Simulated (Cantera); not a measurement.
# Equilibrium for tantalum, niobium, vanadium and zirconium in process gases: Ta(OEt)5 + CO2

A closed system holds: 1 mol Ta(OEt)5, 8.3 mol CO2, equilibrated at 1752 °C and 750 Torr.

These are equilibrium values from Cantera (NASA tables, ideal gas, pure condensed phases), not measurements of a reactor. Candidate condensed phases: C, C6H6, C7H8, C8H18, H2O, Ta, TaC, Ta2O5; 113 gas species. The feed counts by its element totals alone. The numbers say what is thermodynamically allowed, not how fast it happens.

```json
{
  "x(CO)": "0.587",
  "x(H2)": "0.385",
  "x(H2O)": "0.0196",
  "x(CO2)": "0.00638",
  "x(H)": "0.00119",
  "x(OH)": "6.34e-6",
  "n(Ta2O5(s))": "0.500 mol",
  "gas_amount": "30.82 mol",
  "log10 activity of TaC(s) (absent)": "-2.78",
  "log10 activity of C(graphite) (absent)": "-2.91",
  "log10 activity of Ta(s) (absent)": "-3.49"
}
```
